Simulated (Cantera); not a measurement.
A Cantera script and its output.

```python
import numpy as np
import cantera as ct

gas = ct.Solution("gri30.yaml")
gas.TPX = 1475, 63000, {'CH4': 1, 'C2H6': 0.18, 'C3H8': 0.11, 'O2': 3.38, 'N2': 22}
reactor = ct.IdealGasReactor(gas, energy="on", clone=False)
net = ct.ReactorNet([reactor])
net.rtol, net.atol = 1e-08, 1e-16
show = ['CH4', 'C2H6', 'C3H8', 'O', 'H2O2']
times = np.geomspace(2e-06, 0.5, 15)

steps = ct.SolutionArray(gas, extra=["t"])
rows = []
print(f"{'t/s':>10s}{'T/K':>9s}{'P/Pa':>11s}" + "".join(f"{s:>11s}" for s in show))
for t in times:
    while net.time < t:
        t_next = net.step()
        steps.append(gas.state, t=t_next)
    rows.append([np.interp(t, steps.t, y) for y in (steps.T, steps.P, *steps(*show).X.T)])
    print(f"{t:10.3e}{rows[-1][0]:9.1f}{rows[-1][1]:11.4g}" + "".join(f"{x:11.3e}" for x in rows[-1][2:]))
rate = np.gradient(steps.T, steps.t)
print("integrator steps:", len(steps.t))
if steps.T.max() > steps.T[0] + 200:
    print(f"time of steepest temperature rise: {steps.t[rate.argmax()]:.4e} s")
gas.TPX = 1475, 63000, {'CH4': 1, 'C2H6': 0.18, 'C3H8': 0.11, 'O2': 3.38, 'N2': 22}
gas.equilibrate("UV")
print(f"equilibrium (UV): T = {gas.T:.1f} K  " + "  ".join(f"{s} {gas[s].X[0]:.3e}" for s in show))
```

Output:

```
       t/s      T/K       P/Pa        CH4       C2H6       C3H8          O       H2O2
 2.000e-06   1474.8  6.299e+04  3.749e-02  6.744e-03  4.113e-03  2.253e-07  1.658e-09
 4.860e-06   1474.5  6.298e+04  3.749e-02  6.733e-03  4.094e-03  6.668e-07  1.847e-08
 1.181e-05   1473.7  6.296e+04  3.746e-02  6.698e-03  4.042e-03  1.137e-06  1.745e-07
 2.869e-05   1472.2  6.291e+04  3.734e-02  6.581e-03  3.893e-03  2.075e-06  1.047e-06
 6.971e-05   1472.0  6.297e+04  3.672e-02  6.173e-03  3.394e-03  4.394e-06  2.192e-06
 1.694e-04   1499.3  6.448e+04  3.319e-02  4.484e-03  1.735e-03  1.417e-05  8.726e-06
 4.116e-04   2417.8  1.079e+05  1.418e-16  4.837e-31  1.089e-45  8.136e-03  8.929e-08
 1.000e-03   2630.3  1.159e+05  2.010e-16  2.651e-31  7.757e-46  3.825e-03  1.191e-07
 2.430e-03   2641.8  1.162e+05  2.254e-16  2.835e-31  9.178e-46  3.387e-03  1.222e-07
 5.904e-03   2635.9   1.16e+05  2.377e-16  3.096e-31  1.041e-45  3.184e-03  1.167e-07
 1.435e-02   2633.4  1.158e+05  2.432e-16  3.216e-31  1.099e-45  3.100e-03  1.143e-07
 3.486e-02   2633.3  1.158e+05  2.435e-16  3.222e-31  1.102e-45  3.095e-03  1.142e-07
 8.469e-02   2633.3  1.158e+05  2.435e-16  3.222e-31  1.102e-45  3.095e-03  1.142e-07
 2.058e-01   2633.3  1.158e+05  2.435e-16  3.222e-31  1.102e-45  3.095e-03  1.142e-07
 5.000e-01   2633.3  1.158e+05  2.435e-16  3.222e-31  1.102e-45  3.095e-03  1.142e-07
integrator steps: 1647
time of steepest temperature rise: 2.7428e-04 s
equilibrium (UV): T = 2633.3 K  CH4 3.244e-16  C2H6 5.218e-31  C3H8 1.880e-45  O 3.095e-03  H2O2 1.142e-07
```

Cantera simulation using GRI-Mech 3.0 (53 species, 325 reactions); the numbers are that mechanism's predictions, not measurements.
